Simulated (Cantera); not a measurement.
Input: 1 mol CuO, 2.7 mol HF, 4.6 mol H2, at 1450 °C and 133 Pa.

Cantera equilibrium calculation (NASA polynomials, part measured and part estimated; ideal gas, pure solids and liquids). Candidate condensed phases: Cu, CuF2, CuO, Cu(OH)2, Cu2O, H2O; 27 gas species. Kinetics and transport are ignored.

Base state: H2 0.433, HF 0.324, H2O 0.120, Cu 0.119, H 0.00329, CuF 0.00149, Cu2 0.000119, OH 5.02e-5 (mole fractions); condensed: gas only.

Task: What changes in the equilibrium state with this change: H2 from 4.6 to 3.1 mol?

Result: 
```csv
species,before,after
HF,0.324,0.394
H2,0.433,0.309
H2O,0.120,0.147
Cu,0.119,0.144
CuF,0.00149,0.00262
Cu2,0.000119,0.000175
OH,5.02e-5,7.25e-5
H,0.00329,0.00278
```

Task: What changes in the equilibrium state with this change: temperature from 1450 °C to 1225 °C?

Result: 
```tsv
species	before	after
H2	0.433	0.490
HF	0.324	0.367
H2O	0.120	0.136
Cu	0.119	0.00596
Cu2	0.000119	2.31e-6
OH	5.02e-5	2.60e-6
Cu(l), mol	0	0.955
```

Task: What changes in the equilibrium state with this change: pressure from 133 Pa to 100000 Pa?

Result: 
| species | before | after |
|---|---|---|
| H2 | 0.433 | 0.493 |
| HF | 0.324 | 0.370 |
| H2O | 0.120 | 0.137 |
| Cu | 0.119 | 0.000214 |
| Cu2 | 0.000119 | 2.89e-7 |
| OH | 5.02e-5 | 1.95e-6 |
| H | 0.00329 | 0.000128 |
| CuF | 0.00149 | 7.89e-5 |
| Cu(l), mol | 0 | 0.998 |
